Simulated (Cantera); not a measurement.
Input: 1 mol SiH4, 0.025 mol CH4, 3.7 mol H2, held at 2102 °C and 3.00 Torr.

Method: chemical equilibrium by Gibbs-energy minimisation in Cantera with the NASA 1993 tables (ideal gas, pure condensed phases). Candidate condensed phases: C, C6H6, C7H8, C8H18, Si, SiC; 87 gas species. Gases not in the tables: Si2H6 and higher silanes. Rates play no part.

**Question.** What is the equilibrium state?

**Answer.** x(H2): 0.684
x(H): 0.184
x(Si): 0.126
x(Si2C): 0.00256
x(SiH): 0.00212
x(Si2): 0.000784
x(SiC2): 0.000342
x(SiH2): 0.000123
x(C2H2 (acetylene)): 6.51e-5
gas amount: 7.398 mol
log10 activity of Si(l) (absent): -0.55
log10 activity of C(graphite) (absent): -0.91
